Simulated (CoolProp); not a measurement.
Carbon dioxide at 293.15 K and 8.21 MPa flows at 0.19 m/s in a round tube of 2 mm bore and 45 µm roughness, fully developed (64/Re and Nu = 3.66 if laminar; Colebrook and Gnielinski if turbulent). Each further row changes one setting.

Values from CoolProp's reference Helmholtz-energy equation of state, Span 1996.

| case | Reynolds number | Darcy friction factor | pressure drop (Pa/m) | heat-transfer coefficient (W/(m² K)) | mass flow (kg/h) |
|---|---|---|---|---|---|
| as stated | 4090 | ___ | 440 | ___ | ___ |
| velocity 0.38 m/s | 8170 | 0.0550 | 1650 | ___ | 3.57 |
| diameter 4 mm | 8170 | ___ | 170 | ___ | 7.14 |

Question: Some entries are withheld; supply them.

Answer: 
- as stated, Darcy friction factor: 0.0587
- as stated, heat-transfer coefficient (W/(m² K)): 1360
- as stated, mass flow (kg/h): 1.79
- velocity 0.38 m/s, heat-transfer coefficient (W/(m² K)): 3000
- diameter 4 mm, Darcy friction factor: 0.0453
- diameter 4 mm, heat-transfer coefficient (W/(m² K)): 1290

Viscosity comes from a separate model (Laesecke 2017). Thermal conductivity comes from a separate model (Huber 2016).
